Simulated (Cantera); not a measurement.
Feed: 1 mol Cr, 2 mol NH3, 0.37 mol N2O, at 1775 K and 10.0 Torr.

These are equilibrium values from Cantera (NASA tables, ideal gas, pure condensed phases), not measurements of a reactor. Candidate condensed phases: Cr, CrN, Cr2N, Cr2O3, H2O; 29 gas species. Mutual solubility and eutectic melting of coexisting phases are not modelled. Rates play no part.

Base state: H2 0.677, N2 0.312, Cr 0.00487, H2O 0.00391, H 0.00206, CrO 1.42e-5 (mole fractions); condensed: Cr(s) + Cr2O3(s).

What changes in the equilibrium state with this change: temperature from 1775 K to 1098.15 K?


| species | before | after |
|---|---|---|
| H2 | 0.677 | 0.717 |
| N2 | 0.312 | 0.283 |
| H2O | 0.00391 | 4.67e-5 |
| Cr | 0.00487 | <1e-9 |
| CrO | 1.42e-5 | <1e-9 |
| H | 0.00206 | 1.82e-7 |
| Cr(s), mol | 0.743 | 0 |
| Cr2O3(s), mol | 0.118 | 0.123 |
| Cr2N(s), mol | 0 | 0.377 |

What changes in the equilibrium state with this change: N2O from 0.37 to 11 mol?


```
species         before     after
-------------  -------  --------
N2               0.312     0.655
O2               <1e-9     0.176
H2O            0.00391     0.163
H2               0.677  0.000143
CrO2           3.21e-8   1.43e-5
Cr             0.00487     <1e-9
NO             1.11e-8   0.00318
O              1.76e-9  0.000348
OH             7.41e-7   0.00213
CrO            1.42e-5   3.20e-8
Cr(s), mol       0.743         0
Cr2O3(s), mol    0.118     0.500
```
Gases not in the tables: CrO2(OH)2.
